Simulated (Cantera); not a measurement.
What does this Cantera script print?

```python
import numpy as np
import cantera as ct

gas_names = """
    CL CL2 H HCL H2 N NH NH2 NH3 N2 N2H2 N2H4 Si SiCL SiCL2 SiCL3 SiCL4 SiH SiHCL3 SiH2 SiH2CL2 SiH3
    SiH3CL SiH4 SiN Si2 Si2N Si3
""".split()
cond_names = """
    NH4CL(a) NH4CL(b) Si(cr) Si(L) Si3N4(a)
""".split()


# ... load() reads the species with a 1 bar reference pressure and builds the phases ...
atoms = {
    'SiCl4': {'Si': 1, 'CL': 4},
    'N2': {'N': 2},
    'NH3': {'N': 1, 'H': 3},
}
top_T = {'Si3N4(a)': 2400}  # K; cautious upper limits of use, not melting points


# ... equilibrate(T, P, feed) seeds the gas with the atoms and calls Mixture.equilibrate('TP', solver="vcs", rtol=1e-11, max_steps=5000) ...
results = []
feed = {'SiCl4': 1, 'N2': 46, 'NH3': 1.6}  # mol
P = 37000  # Pa
for T in [1223, 1298, 1373, 1448, 1523, 1598, 1673, 1748, 1823]:
    mix = equilibrate(T, P, feed)
    results.append((T, P, feed, dict(zip(mix.species_names, mix.species_moles))))
    x = sorted(zip(gas.X, gas.species_names), reverse=True)
    print(f"T = {T:g} K  P = {P:g} Pa  gas = {mix.phase_moles(0):.4g} mol")
    print("   x: " + "  ".join(f"{s} {v:.3e}" for v, s in x if v > 0.001))
    print("   condensed (mol): " + ("  ".join(f"{mix.phase(i).name} {mix.phase_moles(i):.4g}"
          for i in range(1, mix.n_phases) if mix.phase_moles(i) > 1e-12) or "none"))
```

It prints:

```
T = 1223 K  P = 37000 Pa  gas = 50.45 mol
   x: N2 9.176e-01  HCL 6.000e-02  H2 1.755e-02  SiCL4 4.710e-03
   condensed (mol): Si3N4(a) 0.2515
T = 1298 K  P = 37000 Pa  gas = 50.46 mol
   x: N2 9.173e-01  HCL 6.082e-02  H2 1.712e-02  SiCL4 4.362e-03
   condensed (mol): Si3N4(a) 0.254
T = 1373 K  P = 37000 Pa  gas = 50.48 mol
   x: N2 9.171e-01  HCL 6.126e-02  H2 1.688e-02  SiCL4 3.938e-03
   condensed (mol): Si3N4(a) 0.253
T = 1448 K  P = 37000 Pa  gas = 50.51 mol
   x: N2 9.168e-01  HCL 6.106e-02  H2 1.694e-02  SiCL4 3.343e-03
   condensed (mol): Si3N4(a) 0.2453
T = 1523 K  P = 37000 Pa  gas = 50.58 mol
   x: N2 9.163e-01  HCL 5.971e-02  H2 1.755e-02  SiCL4 2.506e-03  SiCL2 2.408e-03  SiCL3 1.421e-03
   condensed (mol): Si3N4(a) 0.2251
T = 1598 K  P = 37000 Pa  gas = 50.7 mol
   x: N2 9.157e-01  HCL 5.662e-02  H2 1.899e-02  SiCL2 5.228e-03  SiCL3 1.804e-03  SiCL4 1.540e-03
   condensed (mol): Si3N4(a) 0.1872
T = 1673 K  P = 37000 Pa  gas = 50.85 mol
   x: N2 9.151e-01  HCL 5.157e-02  H2 2.137e-02  SiCL2 9.202e-03  SiCL3 1.821e-03
   condensed (mol): Si3N4(a) 0.1328
T = 1748 K  P = 37000 Pa  gas = 51.01 mol
   x: N2 9.148e-01  HCL 4.515e-02  H2 2.443e-02  SiCL2 1.363e-02  SiCL3 1.530e-03
   condensed (mol): Si3N4(a) 0.0697
T = 1823 K  P = 37000 Pa  gas = 51.16 mol
   x: N2 9.146e-01  HCL 3.833e-02  H2 2.768e-02  SiCL2 1.788e-02  SiCL3 1.145e-03
   condensed (mol): Si3N4(a) 0.006314
```

Equilibrium computed with Cantera from the NASA thermochemical tables; the gas is ideal and each condensed phase is pure. The tables' values for SiCl3, SiCl are old estimates; treat these amounts as uncertain.
